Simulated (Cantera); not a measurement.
Input (Python, Cantera) and output of one run.

```python
import numpy as np
import cantera as ct

gas_names = """
    CL CLO CL2 H HCL HOCL HO2 H2 H2O H2O2 O OH O2 O3 Si SiCL SiCL2 SiCL3 SiCL4 SiH SiHCL3 SiH2 SiH2CL2
    SiH3 SiH3CL SiH4 SiO SiO2 Si2 Si3
""".split()
cond_names = """
    H2O(s) H2O(L) Si(cr) Si(L) SiO2(Lqz) SiO2(hqz) SiO2(L)
""".split()


def load(file, names, dense=False):
    # The tables refer to 1 bar. Condensed volumes are neglected.
    table = {s.name: s for s in ct.Species.list_from_file(file)}
    out = []
    for n in names:
        d = dict(table[n].input_data)
        d["thermo"] = dict(d["thermo"], **{"reference-pressure": 1e5})
        if dense:
            d["equation-of-state"] = {"model": "constant-volume", "density": "1e6 g/cm^3"}
        out.append(ct.Species.from_dict(d))
    return out


gas = ct.Solution(thermo="ideal-gas", species=load("nasa_gas.yaml", gas_names))
cond = {s.name: ct.Solution(thermo="fixed-stoichiometry", species=[s], name=s.name)
        for s in load("nasa_condensed.yaml", cond_names, dense=True)}
atoms = {
    'SiCl4': {'Si': 1, 'CL': 4},
    'O2': {'O': 2},
    'H2': {'H': 2},
}
top_T = {}  # K; cautious upper limits of use, not melting points


def equilibrate(T, P, feed):
    n = {}
    for name, mol in feed.items():
        for a, k in atoms[name].items():
            n[a] = n.get(a, 0.0) + k * mol
    gas.TPX = T, P, n
    mass = sum(n.values()) * gas.mean_molecular_weight
    gas.equilibrate("TP")
    valid = [c for c in cond.values() if c.min_temp <= T <= top_T.get(c.name, c.max_temp)]
    mix = ct.Mixture([(gas, mass / gas.mean_molecular_weight)] + [(c, 0.0) for c in valid])
    mix.T, mix.P = T, P
    mix.equilibrate("TP", solver="vcs", rtol=1e-11, max_steps=5000)
    return mix


results = []
feed = {'SiCl4': 1, 'O2': 3.3, 'H2': 1.4}  # mol
P = 21  # Pa
for T in [775, 850, 925, 1000, 1075, 1150, 1225, 1300]:
    mix = equilibrate(T, P, feed)
    results.append((T, P, feed, dict(zip(mix.species_names, mix.species_moles))))

top = {s: max(r[3][s] / sum(r[3][g] for g in gas_names) for r in results) for s in gas_names}
cols = sorted((s for s in top if top[s] > 0.001), key=lambda s: -top[s])[:9]
seen = [c for c in cond_names if any(r[3].get(c, 0) > 1e-12 for r in results)]
print("log10 of partial pressures in bar; condensed amounts in mol")
print(f"{'T/K':>10s}" + "".join(f"{s[:9]:>10s}" for s in cols + seen))
for T, P, feed, n in results:
    ng = sum(n[g] for g in gas_names)
    print(f"{T:10.4g}" + "".join(f"{np.log10(max(n[s] / ng * P / 1e5, 1e-99)):10.3f}" for s in cols)
          + "".join(f"{n.get(c, 0):10.4g}" for c in seen))
```

It prints:

```
log10 of partial pressures in bar; condensed amounts in mol
       T/K       HCL        O2        CL       CL2       H2O SiO2(Lqz) SiO2(hqz)
       775    -4.040    -4.083    -7.556    -4.534    -5.166         1         0
       850    -4.016    -4.078    -6.846    -4.584    -5.415         0         1
       925    -4.004    -4.076    -6.245    -4.617    -5.649         0         1
      1000    -3.999    -4.076    -5.734    -4.647    -5.859         0         1
      1075    -3.999    -4.079    -5.303    -4.692    -6.031         0         1
      1150    -4.004    -4.085    -4.951    -4.778    -6.146         0         1
      1225    -4.014    -4.095    -4.686    -4.943    -6.171         0         1
      1300    -4.026    -4.106    -4.514    -5.216    -6.075         0         1
```

Method: chemical equilibrium by Gibbs-energy minimisation in Cantera with the NASA 1993 tables (ideal gas, pure condensed phases). The tables hold silica as quartz up to 1696 K and as liquid above; real silica turns to tridymite and cristobalite and melts near 1996 K.
